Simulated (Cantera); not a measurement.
What does this Cantera script print?

```python
import numpy as np
import cantera as ct

gas_names = """
    B3O3F3 B2O3 F
""".split()
cond_names = """
    B(b) B(L)
""".split()


# ... load() reads the species with a 1 bar reference pressure and builds the phases ...
species = {s.name: s for s in load("nasa_gas.yaml", gas_names) + load("nasa_condensed.yaml", cond_names)}
# Each term lists the table entries of one substance; the one whose range holds T is used.
reactions = {
    'B3O3F3(g) = B2O3(g) + B + 3 F(g)':
        [(-1, ['B3O3F3']), (1, ['B2O3']), (1, ['B(b)', 'B(L)']), (3, ['F'])],
}


def pick(names, T):
    return next(species[n] for n in names if species[n].thermo.min_temp <= T <= species[n].thermo.max_temp)


results = []
for label, terms in reactions.items():
    print(label)
    print("     T/K   dH/kJ  dS/(J/K)   dG/kJ   log10 K")
    for T in [300, 1723, 1823, 1923, 2023, 2123, 2223, 2323]:
        used = [(nu, pick(names, T)) for nu, names in terms]
        dH = sum(nu * s.thermo.h(T) for nu, s in used) / 1e6
        dS = sum(nu * s.thermo.s(T) for nu, s in used) / 1e3
        dG = dH - T * dS / 1e3
        logK = -dG * 1e6 / (ct.gas_constant * T * np.log(10))
        results.append((label, T, dH, dS, dG, logK, [s.name for _, s in used]))
        print(f"{T:8g} {dH:8.1f} {dS:8.1f} {dG:8.1f} {logK:8.2f}")
```

Output:

```
B3O3F3(g) = B2O3(g) + B + 3 F(g)
     T/K   dH/kJ  dS/(J/K)   dG/kJ   log10 K
     300   1767.4    423.6   1640.3  -285.60
    1723   1769.5    435.2   1019.7   -30.91
    1823   1768.9    434.8    976.2   -27.97
    1923   1768.2    434.5    932.7   -25.34
    2023   1767.6    434.2    889.3   -22.96
    2123   1767.0    433.9    845.9   -20.81
    2223   1766.4    433.6    802.5   -18.86
    2323   1765.9    433.4    759.2   -17.07
```

Source: NASA polynomial tables (part measured, part estimated), evaluated in Cantera. Condensed species are held in their standard states even where they would react or evaporate.
